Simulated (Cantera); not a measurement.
Input: 1 mol Si, 0.0095 mol H₂O, 6.5 mol N₂, equilibrated at 0.190 Pa.

Method: chemical equilibrium by Gibbs-energy minimisation in Cantera with the NASA 1993 tables (ideal gas, pure condensed phases). Candidate condensed phases: H₂O, Si, SiO₂, Si₂N₂O, Si₃N₄; 35 gas species. The tables' values for SiN are old estimates; treat these amounts as uncertain. Rates play no part.

x: gas mole fraction; n: condensed amount in mol.

```
T (°C)   x N₂    x Si         x H    x SiO        x H₂       x Si₂      x Si₂N  n Si(s)
------  -----  ------  ----------  -------  ----------  ----------  ----------  -------
1300    0.968  0.0289    0.000912  0.00141    0.000957     6.08e-5     6.11e-5    0.794
1350    0.914  0.0823     0.00131  0.00134    0.000679    0.000236    0.000147    0.398
1400    0.865   0.131     0.00169  0.00126    0.000418    0.000299    0.000119        0
1450    0.865   0.131  (withheld)  0.00126  (withheld)  (withheld)  (withheld)        0
1500    0.865   0.131     0.00228  0.00126    0.000122     8.58e-5     1.57e-5        0
1550    0.865   0.132     0.00241  0.00126     5.87e-5     4.81e-5     6.19e-6        0
1600    0.865   0.132     0.00247  0.00126     2.78e-5     2.79e-5     2.56e-6        0
1650    0.865   0.132     0.00250  0.00126     1.34e-5     1.66e-5     1.11e-6        0
1700    0.864   0.132     0.00251  0.00126     6.59e-6     1.01e-5     5.01e-7        0
1750    0.864   0.132     0.00252  0.00126  (withheld)  (withheld)  (withheld)        0
1800    0.864   0.132     0.00252  0.00126     1.75e-6     4.06e-6     1.15e-7        0
```

Problem. Some entries are withheld; supply them.

Solution. 
- 1750, x H₂: 3.35e-6
- 1750, x Si₂: 6.34e-6
- 1750, x Si₂N: 2.35e-7
- 1450, x H: 0.00205
- 1450, x H₂: 0.000239
- 1450, x Si₂: 0.000158
- 1450, x Si₂N: 4.21e-5
